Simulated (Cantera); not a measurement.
A freely propagating, adiabatic, planar premixed flame of 28.5 % H2, 15.0 % O2, 56.5 % N2, equivalence ratio 0.95, unburnt at 723 K and 100.0 Torr; mixture-averaged transport, grid criteria slope 0.08 and curve 0.16, no radiation.

Cantera simulation using the H2/O2 subset of GRI-Mech 3.0, which has no nitrogen chemistry; the numbers are that mechanism's predictions, not measurements. Burning velocities carry a grid error of a few per cent, more on coarse grids.

Problem. Predict: laminar burning velocity; thermal thickness; peak x(H); peak x(HO2); peak x(OH).

Solution. 
| Item | Result |
|---|---|
| laminar burning velocity | 882 cm/s |
| thermal thickness | 7.55 mm |
| peak x(H) | 0.0952 |
| peak x(HO2) | 3.21e-5 |
| peak x(OH) | 0.0214 |
